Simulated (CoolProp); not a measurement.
Computed with CoolProp (reference Helmholtz-energy equation of state, Lemmon 2006). It is a short technical equation, of lower accuracy than the large ones.

Question: Give the vapour pressure (bar), vapour density (kg/m³), surface tension (mN/m) of saturated nitrous oxide at 210.3, 215, 229 K.

Answer: 
| T (K) | p (bar) | vapour density (kg/m³) | surface tension (mN/m) |
|---|---|---|---|
| 210.3 | 3.79 | 10.2 | 18.0 |
| 215 | 4.65 | 12.4 | 17.0 |
| 229 | 8.08 | 21.1 | 14.0 |

Surface tension comes from a separate correlation (Mulero 2012).
